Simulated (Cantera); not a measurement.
A Cantera script and its output.

```python
import numpy as np
import cantera as ct

gas = ct.Solution("gri30.yaml")
gas.TPX = 550, 101325, {'CO': 1, 'H2': 0.048, 'O2': 0.97, 'N2': 3.65, 'H2O': 0.49}
inlet = ct.Reservoir(gas, clone=True)
gas.equilibrate("HP")  # start burning
reactor = ct.IdealGasConstPressureReactor(gas, energy="on", clone=False)
exhaust = ct.Reservoir(gas, clone=True)
tau = [0.1, 0.042, 0.017, 0.0068, 0.0028, 0.0011, 0.00045, 0.00018, 7.4e-05, 3e-05][0]
for a, b in ((inlet, reactor), (reactor, exhaust)):
    ct.MassFlowController(a, b, mdot=lambda t: reactor.mass / tau)
net = ct.ReactorNet([reactor])
show = ['CO', 'H2', 'O2', 'OH', 'NO', 'CO2']

rows = []
print(f"{'tau/s':>10s}{'T/K':>9s}" + "".join(f"{s:>11s}" for s in show))
for tau in [0.1, 0.042, 0.017, 0.0068, 0.0028, 0.0011, 0.00045, 0.00018, 7.4e-05, 3e-05]:
    net.initial_time = 0.0
    net.advance(30 * tau)
    before = gas.X
    net.advance(40 * tau)
    drift = np.max(np.abs(gas.X - before) / (gas.X + 1e-9))
    rows.append([gas.T, *gas[show].X, drift])
    print(f"{tau:10.3e}{gas.T:9.1f}" + "".join(f"{x:11.3e}" for x in gas[show].X))
```

It prints:

```
     tau/s      T/K         CO         H2         O2         OH         NO        CO2
 1.000e-01   1890.3  1.601e-03  1.667e-04  7.931e-02  1.752e-03  7.307e-05  1.756e-01
 4.200e-02   1878.6  2.710e-03  2.792e-04  7.964e-02  2.233e-03  5.335e-05  1.744e-01
 1.700e-02   1858.3  4.688e-03  4.812e-04  8.030e-02  2.860e-03  3.752e-05  1.721e-01
 6.800e-03   1824.8  7.980e-03  8.145e-04  8.147e-02  3.571e-03  2.520e-05  1.684e-01
 2.800e-03   1774.7  1.293e-02  1.293e-03  8.336e-02  4.217e-03  1.772e-05  1.628e-01
 1.100e-03   1695.0  2.098e-02  1.941e-03  8.667e-02  4.608e-03  1.361e-05  1.537e-01
 4.500e-04   1573.2  3.484e-02  2.495e-03  9.294e-02  4.221e-03  9.686e-06  1.382e-01
 1.800e-04    550.0  1.624e-01  7.795e-03  1.575e-01  2.042e-20  1.255e-21  1.171e-16
 7.400e-05    550.0  1.624e-01  7.795e-03  1.575e-01  1.099e-20  9.380e-25  1.318e-17
 3.000e-05    550.0  1.624e-01  7.795e-03  1.575e-01  5.118e-21  3.136e-26  5.077e-18
```

Cantera simulation using GRI-Mech 3.0 (53 species, 325 reactions); the numbers are that mechanism's predictions, not measurements.
